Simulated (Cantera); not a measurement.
Input (Python, Cantera) and output of one run.

```python
import numpy as np
import cantera as ct

gas_names = """
    Br Br2 N N2 Si SiBr SiBr2 SiBr3 SiBr4 SiN Si2 Si2N Si3
""".split()
cond_names = """
    Br2(cr) Br2(L) Si(cr) Si(L) Si3N4(a)
""".split()


# ... load() reads the species with a 1 bar reference pressure and builds the phases ...
atoms = {
    'Si': {'Si': 1},
    'Br2': {'Br': 2},
    'N2': {'N': 2},
}
top_T = {'Si3N4(a)': 2400}  # K; cautious upper limits of use, not melting points


# ... equilibrate(T, P, feed) seeds the gas with the atoms and calls Mixture.equilibrate('TP', solver="vcs", rtol=1e-11, max_steps=5000) ...
results = []
feed = {'Si': 1, 'Br2': 1.8, 'N2': 14}  # mol
T = 1623  # K
P = 10000  # Pa
mix = equilibrate(T, P, feed)
results.append((T, P, feed, dict(zip(mix.species_names, mix.species_moles))))
x = sorted(zip(gas.X, gas.species_names), reverse=True)
print(f"T = {T:g} K  P = {P:g} Pa  gas = {mix.phase_moles(0):.4g} mol")
print("   x: " + "  ".join(f"{s} {v:.3e}" for v, s in x if v > 1e-06))
print("   condensed (mol): " + ("  ".join(f"{mix.phase(i).name} {mix.phase_moles(i):.4g}"
      for i in range(1, mix.n_phases) if mix.phase_moles(i) > 1e-12) or "none"))
```

It prints:

```
T = 1623 K  P = 10000 Pa  gas = 15.65 mol
   x: N2 8.945e-01  Br 4.102e-02  SiBr2 2.994e-02  SiBr4 2.614e-02  SiBr3 7.816e-03  Br2 5.604e-04  SiBr 1.925e-06
   condensed (mol): none
```

Cantera equilibrium calculation (NASA polynomials, part measured and part estimated; ideal gas, pure solids and liquids). The tables' values for SiBr3 are old estimates; treat these amounts as uncertain.
